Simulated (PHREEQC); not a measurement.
Solution (33 °C): 0.031 mol/kgw Cu(NO3)2, 0.00041 mol/kgw HNO3 and 0.012 mol/kgw FeCl3. Closed to the air; pH follows from the charge balance.

Equilibrium calculation in PHREEQC: ion-association model, wateq4f.dat.

* **pH**: 2.23
* **ionic strength**: 0.152 mol/kgw
* **total alkalinity**: -24.4 meq/kg

```tsv
species	molality	activity	log γ
NO3-	0.0624	0.0447	-0.145
Cl-	0.0330	0.0240	-0.137
Cu+2	0.0296	0.0104	-0.455
H+	0.00723	0.00583	-0.093
Fe+3	0.00379	0.000546	-0.841
FeOH+2	0.00295	0.000954	-0.491
FeCl+2	0.00157	0.000508	-0.491
Fe2(OH)2+4	0.00156	1.77e-5	-1.943
CuCl+	0.00134	0.000986	-0.133
Fe3(OH)4+5	0.000142	1.31e-7	-3.036
Fe(OH)2+	9.54e-5	7.26e-5	-0.119
FeCl2+	5.64e-5	4.26e-5	-0.121
CuCl2	1.34e-5	1.38e-5	0.015
FeCl3	9.90e-8	1.02e-7	0.015
CuOH+	2.42e-8	1.78e-8	-0.133
Fe(OH)3	2.17e-9	2.24e-9	0.015
```

Precipitation was switched off in this run. Saturation is exceeded, for instance for Hematite (slow to form), Goethite (slow to form); the values hold only as long as no solid forms.
